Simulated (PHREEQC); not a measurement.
CaCl2 is added in steps, without added water, to 1 kg of water holding 0.0033 mol H3PO4, 0.021 mol K2HPO4 and 0.12 mol KCl, at 25 °C. Oxygen alone is held at its pressure in air (log pO2 = -0.68). No CO2 enters from the air. The run lets Hydroxyapatite, Sylvite precipitate or redissolve, and no other solid.

Base run: PHREEQC, ion-association model, phreeqc.dat. Each further column changes one thing. The table gives pH.

| CaCl2 added (mol) | base | H3PO4 from 0.0033 to 0.00297 mol/kgw | H3PO4 from 0.0033 to 0.033 mol/kgw | 0.036 mol/kgw NaOH added | no solid may form |
|---|---|---|---|---|---|
| 0 | 7.21 | 7.27 | 2.70 | 11.93 | 7.21 |
| 0.01333 | 5.78 | 5.81 | 2.67 | 11.78 | 7.07 |
| 0.02667 | 5.15 | 5.16 | 2.64 | 11.49 | 6.97 |
| 0.04 | 4.97 | 4.98 | 2.61 | 6.23 | 6.90 |
| 0.05333 | 4.87 | 4.88 | 2.59 | 5.60 | 6.85 |
| 0.06667 | 4.80 | 4.81 | 2.57 | 5.43 | 6.81 |
| 0.08 | 4.75 | 4.76 | 2.55 | 5.34 | 6.79 |
| 0.09333 | 4.72 | 4.72 | 2.53 | 5.27 | 6.76 |
| 0.1067 | 4.68 | 4.69 | 2.52 | 5.22 | 6.75 |
| 0.12 | 4.66 | 4.66 | 2.50 | 5.19 | 6.73 |
| 0.1333 | 4.63 | 4.64 | 2.49 | 5.15 | 6.72 |
| 0.1467 | 4.61 | 4.62 | 2.47 | 5.13 | 6.71 |
| 0.16 | 4.59 | 4.60 | 2.46 | 5.10 | 6.70 |

 In at least one series the solution becomes supersaturated in solids that the run did not let form, among them Hydroxyapatite. Solids allowed in the column '0.036 mol/kgw NaOH added': Hydroxyapatite, Halite, Sylvite.
